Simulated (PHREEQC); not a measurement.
## Metal-bearing waste water: an equilibrium model

Solution (65 °C): 0.06 mol/kgw FeCl3, 0.15 mol/kgw MgSO4, 0.013 mol/kgw NaHCO3 and 0.065 mol/kgw NaCl. Closed to the air; pH follows from the charge balance.

Computed with PHREEQC (ion-association model, wateq4f.dat).

The pH is 2.56 and the ionic strength is 0.494 mol/kgw. The activity of water is 0.990. The total alkalinity is -107 meq/kg.

```json
[
 {"species": "Cl-", "molality": "0.237", "activity": "0.148", "log γ": "-0.205"},
 {"species": "Mg+2", "molality": "0.0785", "activity": "0.0208", "log γ": "-0.577"},
 {"species": "Na+", "molality": "0.0748", "activity": "0.0515", "log γ": "-0.163"},
 {"species": "MgSO4", "molality": "0.0715", "activity": "0.0801", "log γ": "0.049"},
 {"species": "SO4-2", "molality": "0.0357", "activity": "0.00662", "log γ": "-0.732"},
 {"species": "FeSO4+", "molality": "0.0242", "activity": "0.0161", "log γ": "-0.178"},
 {"species": "CO2", "molality": "0.0130", "activity": "0.0146", "log γ": "0.049"},
 {"species": "FeOH+2", "molality": "0.00969", "activity": "0.00188", "log γ": "-0.712"},
 {"species": "HSO4-", "molality": "0.00735", "activity": "0.00477", "log γ": "-0.188"},
 {"species": "FeCl+2", "molality": "0.00713", "activity": "0.00138", "log γ": "-0.712"},
 {"species": "Fe2(OH)2+4", "molality": "0.00480", "activity": "2.22e-5", "log γ": "-2.336"},
 {"species": "Fe(SO4)2-", "molality": "0.00374", "activity": "0.00267", "log γ": "-0.146"},
 {"species": "H+", "molality": "0.00366", "activity": "0.00275", "log γ": "-0.124"},
 {"species": "NaSO4-", "molality": "0.00317", "activity": "0.00214", "log γ": "-0.171"}
]
```

Precipitation was switched off in this run. The solution is supersaturated, for example in Jarosite-Na, Hematite (slow to form), so a real one may precipitate; this is no full list. Species that the database lacks are ignored. Constants without temperature data keep their 25 °C values here.
